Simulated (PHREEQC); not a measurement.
Make-up at 40 °C: 0.38 mol Ni(NO3)2, 0.22 mol NaCl and 0.0067 mol MnSO4 per kg of water. Closed to the air; pH follows from the charge balance.

Computed with PHREEQC (ion-association model, wateq4f.dat).

### Question
The ionic strength comes out as 1.25 mol/kgw. What activity coefficients do NO3-, MnCl+, Na+, NiOH+, Mn+2 get?

### Answer
NO3- 0.53, MnCl+ 0.62, Na+ 0.72, NiOH+ 0.83, Mn+2 0.19.

This is a speciation only: nothing precipitates in the calculation. Caution: at this ionic strength the ion-association model is outside its range; a Pitzer model would be the better tool where its parameters exist. In wateq4f.dat the enthalpy of Ni(OH)2 has the wrong sign, so its saturation index can't be trusted away from 25 °C. Away from 25 °C the constants follow the database's enthalpies or fits; those with neither stay at their 25 °C values.
